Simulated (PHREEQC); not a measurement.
**Leach liquor: speciation**

Dissolve 0.01 mol/kgw H2SO4 and 0.026 mol/kgw LiCl at 25 °C. Closed to the air; pH follows from the charge balance.

The numbers come from PHREEQC with the Pitzer model, pitzer.dat.

- pH: 1.88
- ionic strength: 0.0481 mol/kgw
- specific conductance: 8410 µS/cm
- osmotic coefficient: 0.930
- total alkalinity: -20.0 meq/kg

```csv
species,molality,activity,log γ
Cl-,0.0260,0.0213,-0.087
Li+,0.0260,0.0217,-0.079
H+,0.0160,0.0133,-0.082
SO4-2,0.00604,0.00253,-0.378
HSO4-,0.00396,0.00320,-0.093
```

No solid was allowed to form. Species that the database lacks are ignored.
